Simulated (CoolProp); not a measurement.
Water along the isotherm 1000 K: Z from the reference equation and from simpler models built on Tc = 647.1 K, pc = 22.06 MPa, ω = 0.344; each cubic takes its own stable root.

Computed with CoolProp (reference Helmholtz-energy equation of state, Wagner 2002).

| p (MPa) | phase | reference |
|---|---|---|
| 8.33 | gas | 0.9786 |
| 16.7 | gas | 0.9569 |
| 25 | supercritical | 0.9356 |
| 33.3 | supercritical | 0.9150 |
| 41.7 | supercritical | 0.8953 |
| 50 | supercritical | 0.8774 |
| 58.3 | supercritical | 0.8613 |
| 66.7 | supercritical | 0.8473 |
| 75 | supercritical | 0.8358 |
| 83.3 | supercritical | 0.8268 |
| 91.7 | supercritical | 0.8202 |
| 100 | supercritical | 0.8163 |

Task: How far does each simpler model (van der Waals, Redlich-Kwong, Soave-Redlich-Kwong, Peng-Robinson) lie from the reference over these 12 states: mean and median of the absolute difference, and the worst?

Result: 
- van der Waals: mean 5.6 %, median 5.7 %, worst -9.6 % at 1000 K and 58.3 MPa
- Redlich-Kwong: mean 2.6 %, median 2.8 %, worst -4.2 % at 1000 K and 50 MPa
- Soave-Redlich-Kwong: mean 8.8 %, median 8.0 %, worst +19.4 % at 1000 K and 100 MPa
- Peng-Robinson: mean 4.9 %, median 3.7 %, worst +12.9 % at 1000 K and 100 MPa
